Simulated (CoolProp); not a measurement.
Diethyl ether along the isotherm 274.85 °C: fugacity coefficient from the reference equation and from simpler models built on Tc = 194.7 °C, pc = 3.717 MPa, ω = 0.282; each cubic takes its own stable root.

Values from CoolProp's reference Helmholtz-energy equation of state, Thol 2014.

```csv
p (MPa),phase,reference,Soave-Redlich-Kwong,Peng-Robinson
0.0588,gas,0.9970,0.9970,0.9964
0.105,gas,0.9946,0.9946,0.9937
0.186,gas,0.9905,0.9904,0.9888
0.331,gas,0.9830,0.9829,0.9801
0.588,gas,0.9699,0.9698,0.9649
1.05,gas,0.9464,0.9465,0.9381
1.86,gas,…,0.9067,0.8926
3.31,gas,…,0.8382,0.8161
5.88,supercritical,0.7141,0.7275,0.6964
10.5,supercritical,0.5519,…,0.5467
18.6,supercritical,0.4371,0.4824,0.4385
```

Question: Fill in the missing entries.

Answer: 
- 1.86, reference: 0.9056
- 3.31, reference: 0.8340
- 10.5, Soave-Redlich-Kwong: 0.5835
